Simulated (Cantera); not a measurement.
**Premixed flame**

A freely propagating, adiabatic, planar premixed flame of H₂ : O₂ : N₂ = 1 : 0.208 : 1.04 (molar parts), equivalence ratio 2.4, unburnt at 425 K and 150 Torr; mixture-averaged transport, grid criteria slope 0.08 and curve 0.16, no radiation.

Cantera simulation using the H2/O2 subset of GRI-Mech 3.0, which has no nitrogen chemistry; the numbers are that mechanism's predictions, not measurements. Burning velocities carry a grid error of a few per cent, more on coarse grids.

| z (mm) | T (K) | u (m/s) | x H₂ | x O₂ | x H | x HO₂ | x OH | x O |
|---|---|---|---|---|---|---|---|---|
| -10.4 | 425 | 3.25 | 0.445 | 0.0925 | <1e-8 | <1e-8 | <1e-8 | <1e-8 |
| -6.95 | 425 | 3.25 | 0.445 | 0.0925 | <1e-8 | <1e-8 | <1e-8 | <1e-8 |
| -5.22 | 425 | 3.25 | 0.445 | 0.0925 | <1e-8 | <1e-8 | <1e-8 | <1e-8 |
| -3.48 | 425 | 3.25 | 0.445 | 0.0925 | <1e-8 | 1.17e-7 | <1e-8 | <1e-8 |
| -1.74 | 449 | 3.42 | 0.441 | 0.0924 | 0.000195 | 9.82e-5 | 6.39e-5 | 8.79e-6 |
| -0.869 | 664 | 4.96 | 0.413 | 0.0859 | 0.00791 | 4.33e-5 | 0.000294 | 0.000136 |
| 0 | 1007 | 7.34 | 0.327 | 0.0559 | 0.0453 | 1.52e-5 | 0.000722 | 0.00164 |
| 0.869 | 1230 | 8.92 | 0.249 | 0.0111 | 0.0781 | 2.81e-6 | 0.00110 | 0.00140 |
| 1.74 | 1315 | 9.51 | 0.237 | 0.00123 | 0.0792 | 2.94e-7 | 0.000979 | 0.000445 |
| 3.48 | 1398 | 10.1 | 0.242 | 0.000130 | 0.0694 | 2.91e-8 | 0.00111 | 0.000292 |
| 6.95 | 1490 | 10.6 | 0.250 | 8.85e-5 | 0.0566 | 1.86e-8 | 0.00123 | 0.000242 |
| 13.9 | 1582 | 11.2 | 0.258 | 6.06e-5 | 0.0433 | 1.26e-8 | 0.00123 | 0.000172 |
| 27.8 | 1665 | 11.7 | 0.266 | 3.50e-5 | 0.0310 | <1e-8 | 0.00109 | 0.000103 |
x: mole fraction of selected species; z is measured from the peak of heat release.

```yaml
laminar_burning_velocity: 325 cm/s
thermal_thickness: 3.48 mm
peak x(H): 0.0806
peak x(HO₂): 9.87e-5
peak x(OH): 0.00125
peak x(O): 0.00210
```
